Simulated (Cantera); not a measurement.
Input: 1 mol C₃H₈, 0.14 mol NH₃, 4.6 mol H₂O, held at 2475 K and 0.0975 Torr.

Equilibrium computed with Cantera from the NASA thermochemical tables; the gas is ideal and each condensed phase is pure. Equilibrium is a limit: real reactors are often held back by kinetics, nucleation or transport.

```json
[
 {"species": "H", "before": "0.654", "after": "0.653"},
 {"species": "CO", "before": "0.152", "after": "0.155"},
 {"species": "H₂", "before": "0.110", "after": "0.109"},
 {"species": "N₂", "before": "0.00354", "after": "0.000446"},
 {"species": "O", "before": "0.0516", "after": "0.0526"},
 {"species": "OH", "before": "0.0131", "after": "0.0134"},
 {"species": "H₂O", "before": "0.0109", "after": "0.0111"},
 {"species": "NO", "before": "0.000148", "after": "5.36e-5"},
 {"species": "O₂", "before": "0.00211", "after": "0.00220"},
 {"species": "CO₂", "before": "0.00248", "after": "0.00257"}
]
```
Gas species are given as mole fractions.

**Question.** Name the change that produced these shifts.
(A) H₂O from 4.6 to 0.53 mol
(B) H₂O from 4.6 to 1.1 mol
(C) NH₃ from 0.14 to 2.6 mol
(D) NH₃ from 0.14 to 0.018 mol

**Answer.** D, NH₃ from 0.14 to 0.018 mol
